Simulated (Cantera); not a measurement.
What does this Cantera script print?

```python
import numpy as np
import cantera as ct

gas_names = """
    O2 F2
""".split()
cond_names = """
    Cu(L) CuF2(L) Cu2O(L)
""".split()


def load(file, names, dense=False):
    # The tables refer to 1 bar. Condensed volumes are neglected.
    table = {s.name: s for s in ct.Species.list_from_file(file)}
    out = []
    for n in names:
        d = dict(table[n].input_data)
        d["thermo"] = dict(d["thermo"], **{"reference-pressure": 1e5})
        if dense:
            d["equation-of-state"] = {"model": "constant-volume", "density": "1e6 g/cm^3"}
        out.append(ct.Species.from_dict(d))
    return out


species = {s.name: s for s in load("nasa_gas.yaml", gas_names) + load("nasa_condensed.yaml", cond_names)}
T = 1725
g = {n: (s.thermo.h(T) - T * s.thermo.s(T)) / (ct.gas_constant * T * np.log(10)) for n, s in species.items()}
valid = cond_names  # the entries whose range holds T


def stable(la, lb):
    # potentials (over RT ln 10) of the two non-metals from log10 p(O2) and log10 p(F2) in bar
    mu = {}
    mu["O"] = (g["O2"] + la) / 2
    mu["F"] = (g["F2"] + lb) / 2
    cost = {}
    for n in valid:
        c = species[n].composition
        cost[n] = (g[n] - sum(c.get(e, 0) * m for e, m in mu.items())) / c["Cu"]
    return min(cost, key=cost.get)


results = []
for lb in [1, 0, -1, -2, -3, -4, -5, -6, -7, -8, -9, -10, -11, -12, -13]:
    row = [stable(la, lb) for la in [-22, -20.6, -19.2, -17.9, -16.5, -15.1, -13.8, -12.4, -11, -9.6, -8.2, -6.9, -5.5, -4.1, -2.8, -1.4, 0]]
    results.append(row)
    print(f"{lb:6.1f}  " + " ".join(f"{valid.index(n):x}" for n in row))
print("key: " + ", ".join(f"{i:x} {n}" for i, n in enumerate(valid)))
```

Output:

```
   1.0  1 1 1 1 1 1 1 1 1 1 1 1 1 1 1 1 1
   0.0  1 1 1 1 1 1 1 1 1 1 1 1 1 1 1 1 1
  -1.0  1 1 1 1 1 1 1 1 1 1 1 1 1 1 1 1 1
  -2.0  1 1 1 1 1 1 1 1 1 1 1 1 1 1 1 1 1
  -3.0  1 1 1 1 1 1 1 1 1 1 1 1 1 1 1 1 1
  -4.0  1 1 1 1 1 1 1 1 1 1 1 1 1 1 1 1 1
  -5.0  1 1 1 1 1 1 1 1 1 1 1 1 1 1 1 1 1
  -6.0  1 1 1 1 1 1 1 1 1 1 1 1 1 1 1 1 1
  -7.0  1 1 1 1 1 1 1 1 1 1 1 1 1 1 1 1 1
  -8.0  1 1 1 1 1 1 1 1 1 1 1 1 1 1 1 1 1
  -9.0  1 1 1 1 1 1 1 1 1 1 1 1 1 1 1 1 1
 -10.0  0 0 0 0 0 0 0 0 0 0 0 0 0 0 2 2 2
 -11.0  0 0 0 0 0 0 0 0 0 0 0 0 0 0 2 2 2
 -12.0  0 0 0 0 0 0 0 0 0 0 0 0 0 0 2 2 2
 -13.0  0 0 0 0 0 0 0 0 0 0 0 0 0 0 2 2 2
key: 0 Cu(L), 1 CuF2(L), 2 Cu2O(L)
```

Source: NASA polynomial tables (part measured, part estimated), evaluated in Cantera. Part of the grid cannot be reached: there another gas would pass 10 bar, or a non-metal would condense.
